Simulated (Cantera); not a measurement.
Stirred combustor or abatement burner

A perfectly stirred reactor is fed with 6.08 % CH₄, 0.359 % C₂H₆, 2.67 % C₃H₈, 19.2 % O₂, 71.7 % N₂, at 0.780 bar; it is adiabatic with a 325 K inlet, and is followed from long to short residence time, starting on the burning branch (τ in s: 0.11, 0.043, 0.017, 0.0067, 0.0027, 0.0011, 0.00042, 0.00017, 6.6e-05, 2.6e-05, 1e-05, 4.1e-06).

Model: GRI-Mech 3.0 (53 species, 325 reactions), integrated in Cantera. GRI-Mech 3.0 was tuned for natural gas; its chemistry of propane as a main component is partial and can be far from experiment.

```tsv
τ (s)	T (K)	x CH₄	x C₂H₆	x C₃H₈	x NO	x CO	x C₂H	x N₂O
0.11	2023	3.88e-5	4.86e-8	2.32e-7	0.000184	0.0824	3.03e-8	1.20e-8
0.043	2016	5.03e-5	1.04e-7	4.89e-7	0.000205	0.0823	5.78e-8	1.88e-8
0.017	2007	7.17e-5	2.24e-7	1.03e-6	0.000215	0.0821	1.10e-7	2.89e-8
0.0067	1997	0.000117	5.02e-7	2.25e-6	0.000215	0.0820	2.18e-7	4.44e-8
0.0027	1983	0.000217	1.18e-6	5.11e-6	0.000200	0.0820	4.38e-7	6.46e-8
0.0011	1962	0.000441	3.03e-6	1.23e-5	0.000161	0.0825	8.52e-7	7.61e-8
0.00042	1909	0.00110	1.05e-5	3.64e-5	8.72e-5	0.0846	1.48e-6	5.17e-8
0.00017	325	0.0608	0.00359	0.0267	<1e-12	<1e-12	<1e-12	<1e-12
6.6e-5	325	0.0608	0.00359	0.0267	<1e-12	<1e-12	<1e-12	<1e-12
2.6e-5	325	0.0608	0.00359	0.0267	<1e-12	<1e-12	<1e-12	<1e-12
1.0e-5	325	0.0608	0.00359	0.0267	<1e-12	<1e-12	<1e-12	<1e-12
4.1e-6	325	0.0608	0.00359	0.0267	<1e-12	<1e-12	<1e-12	<1e-12
```
x: mole fraction; the columns are a selection and need not sum to one.
